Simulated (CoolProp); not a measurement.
A simple Rankine cycle with dimethyl ether: condensing at 312.15 K, boiler at 4.56 MPa, turbine inlet 524 K, turbine efficiency 0.75, pump efficiency 0.7, no recuperator. Each further row changes one setting.

The numbers come from the reference Helmholtz-energy equation of state, Wu 2011 in CoolProp.

```csv
case,thermal efficiency (%),net work (kJ/kg),heat in (kJ/kg),turbine exit temperature (K),volume ratio over the turbine
as stated,12.4,91.2,736,458.0,5.06
condensing temperature 304.15 K,13.7,103,756,450.7,___
boiler pressure 3.19 MPa,___,___,752,___,___
turbine efficiency 0.65,___,78.0,736,464.8,5.14
```

Question: Complete the blanks.

Answer: 
- condensing temperature 304.15 K, volume ratio over the turbine: 6.21
- boiler pressure 3.19 MPa, thermal efficiency (%): 10.1
- boiler pressure 3.19 MPa, net work (kJ/kg): 76.2
- boiler pressure 3.19 MPa, turbine exit temperature (K): 473.9
- boiler pressure 3.19 MPa, volume ratio over the turbine: 3.53
- turbine efficiency 0.65, thermal efficiency (%): 10.6
